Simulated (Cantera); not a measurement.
A Cantera script and what it prints.

```python
import numpy as np
import cantera as ct

gas_names = """
    F F2 H HF H2 H2F2 H3F3 H4F4 H5F5 H6F6 H7F7 N NF NF2 NF3 NH NH2 NH3 N2 N2H2 N2H4 Si SiF SiF2 SiF3
    SiF4 SiH SiHF3 SiH2 SiH2F2 SiH3 SiH3F SiH4 SiN Si2 Si2N Si3
""".split()
cond_names = """
    Si(cr) Si(L) Si3N4(a)
""".split()


def load(file, names, dense=False):
    # The tables refer to 1 bar. Condensed volumes are neglected.
    table = {s.name: s for s in ct.Species.list_from_file(file)}
    out = []
    for n in names:
        d = dict(table[n].input_data)
        d["thermo"] = dict(d["thermo"], **{"reference-pressure": 1e5})
        if dense:
            d["equation-of-state"] = {"model": "constant-volume", "density": "1e6 g/cm^3"}
        out.append(ct.Species.from_dict(d))
    return out


gas = ct.Solution(thermo="ideal-gas", species=load("nasa_gas.yaml", gas_names))
cond = {s.name: ct.Solution(thermo="fixed-stoichiometry", species=[s], name=s.name)
        for s in load("nasa_condensed.yaml", cond_names, dense=True)}
atoms = {
    'Si': {'Si': 1},
    'HF': {'H': 1, 'F': 1},
    'N2': {'N': 2},
}
top_T = {'Si3N4(a)': 2400}  # K; cautious upper limits of use, not melting points


def equilibrate(T, P, feed):
    n = {}
    for name, mol in feed.items():
        for a, k in atoms[name].items():
            n[a] = n.get(a, 0.0) + k * mol
    gas.TPX = T, P, n
    mass = sum(n.values()) * gas.mean_molecular_weight
    gas.equilibrate("TP")
    valid = [c for c in cond.values() if c.min_temp <= T <= top_T.get(c.name, c.max_temp)]
    mix = ct.Mixture([(gas, mass / gas.mean_molecular_weight)] + [(c, 0.0) for c in valid])
    mix.T, mix.P = T, P
    mix.equilibrate("TP", solver="vcs", rtol=1e-11, max_steps=5000)
    return mix


results = []
P = 11  # Pa
for T in [1100, 1150, 1200, 1250, 1300, 1350, 1400, 1450, 1500, 1550, 1600, 1650]:
    for m in [1, 1.8, 2.6, 3.4, 4.1, 4.9, 5.7, 6.5, 7.3, 8.1, 8.8]:
        feed = {'Si': 1, 'HF': m, 'N2': 0.64}  # mol
        mix = equilibrate(T, P, feed)
        results.append((T, P, feed, dict(zip(mix.species_names, mix.species_moles))))

for T, P, feed, n in results:
    print(f"{T:7g} {feed['HF']:10.4g}  " + (" + ".join(c for c in cond_names if n.get(c, 0) > 1e-12) or "gas only"))
```

Output:

```
   1100          1  Si3N4(a)
   1100        1.8  Si3N4(a)
   1100        2.6  Si3N4(a)
   1100        3.4  Si3N4(a)
   1100        4.1  gas only
   1100        4.9  gas only
   1100        5.7  gas only
   1100        6.5  gas only
   1100        7.3  gas only
   1100        8.1  gas only
   1100        8.8  gas only
   1150          1  Si3N4(a)
   1150        1.8  Si3N4(a)
   1150        2.6  Si3N4(a)
   1150        3.4  Si3N4(a)
   1150        4.1  gas only
   1150        4.9  gas only
   1150        5.7  gas only
   1150        6.5  gas only
   1150        7.3  gas only
   1150        8.1  gas only
   1150        8.8  gas only
   1200          1  Si3N4(a)
   1200        1.8  Si3N4(a)
   1200        2.6  Si3N4(a)
   1200        3.4  Si3N4(a)
   1200        4.1  gas only
   1200        4.9  gas only
   1200        5.7  gas only
   1200        6.5  gas only
   1200        7.3  gas only
   1200        8.1  gas only
   1200        8.8  gas only
   1250          1  Si3N4(a)
   1250        1.8  Si3N4(a)
   1250        2.6  Si3N4(a)
   1250        3.4  Si3N4(a)
   1250        4.1  gas only
   1250        4.9  gas only
   1250        5.7  gas only
   1250        6.5  gas only
   1250        7.3  gas only
   1250        8.1  gas only
   1250        8.8  gas only
   1300          1  Si3N4(a)
   1300        1.8  Si3N4(a)
   1300        2.6  Si3N4(a)
   1300        3.4  Si3N4(a)
   1300        4.1  gas only
   1300        4.9  gas only
   1300        5.7  gas only
   1300        6.5  gas only
   1300        7.3  gas only
   1300        8.1  gas only
   1300        8.8  gas only
   1350          1  Si3N4(a)
   1350        1.8  Si3N4(a)
   1350        2.6  Si3N4(a)
   1350        3.4  Si3N4(a)
   1350        4.1  gas only
   1350        4.9  gas only
   1350        5.7  gas only
   1350        6.5  gas only
   1350        7.3  gas only
   1350        8.1  gas only
   1350        8.8  gas only
   1400          1  Si3N4(a)
   1400        1.8  Si3N4(a)
   1400        2.6  Si3N4(a)
   1400        3.4  Si3N4(a)
   1400        4.1  gas only
   1400        4.9  gas only
   1400        5.7  gas only
   1400        6.5  gas only
   1400        7.3  gas only
   1400        8.1  gas only
   1400        8.8  gas only
   1450          1  Si3N4(a)
   1450        1.8  Si3N4(a)
   1450        2.6  Si3N4(a)
   1450        3.4  gas only
   1450        4.1  gas only
   1450        4.9  gas only
   1450        5.7  gas only
   1450        6.5  gas only
   1450        7.3  gas only
   1450        8.1  gas only
   1450        8.8  gas only
   1500          1  Si(cr)
   1500        1.8  Si(cr)
   1500        2.6  Si(cr)
   1500        3.4  gas only
   1500        4.1  gas only
   1500        4.9  gas only
   1500        5.7  gas only
   1500        6.5  gas only
   1500        7.3  gas only
   1500        8.1  gas only
   1500        8.8  gas only
   1550          1  Si(cr)
   1550        1.8  Si(cr)
   1550        2.6  Si(cr)
   1550        3.4  gas only
   1550        4.1  gas only
   1550        4.9  gas only
   1550        5.7  gas only
   1550        6.5  gas only
   1550        7.3  gas only
   1550        8.1  gas only
   1550        8.8  gas only
   1600          1  Si(cr)
   1600        1.8  Si(cr)
   1600        2.6  gas only
   1600        3.4  gas only
   1600        4.1  gas only
   1600        4.9  gas only
   1600        5.7  gas only
   1600        6.5  gas only
   1600        7.3  gas only
   1600        8.1  gas only
   1600        8.8  gas only
   1650          1  Si(cr)
   1650        1.8  Si(cr)
   1650        2.6  gas only
   1650        3.4  gas only
   1650        4.1  gas only
   1650        4.9  gas only
   1650        5.7  gas only
   1650        6.5  gas only
   1650        7.3  gas only
   1650        8.1  gas only
   1650        8.8  gas only
```

These are equilibrium values from Cantera (NASA tables, ideal gas, pure condensed phases), not measurements of a reactor. N2 is the only nitrogen source here; it is nearly inert below about 1500 K, so the nitride shown seldom forms there in practice. The tables' values for SiF2, SiF3 are old estimates.
